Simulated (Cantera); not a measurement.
A closed system holds: 1 mol C2H5OH, 2.1 mol CO2, 10 mol H2, equilibrated at 10.0 mbar.

Equilibrium computed with Cantera from the NASA thermochemical tables; the gas is ideal and each condensed phase is pure. Candidate condensed phases: C, C6H6, C7H8, C8H18, H2O; 110 gas species. Kinetics and transport are ignored.

**Question.** At 1850 K, list the 5 most abundant gas species with their mole fractions, and the condensed phases.

**Answer.** H2 0.697, CO 0.234, H2O 0.0592, CO2 0.00495, H 0.00450. Condensed: gas only.
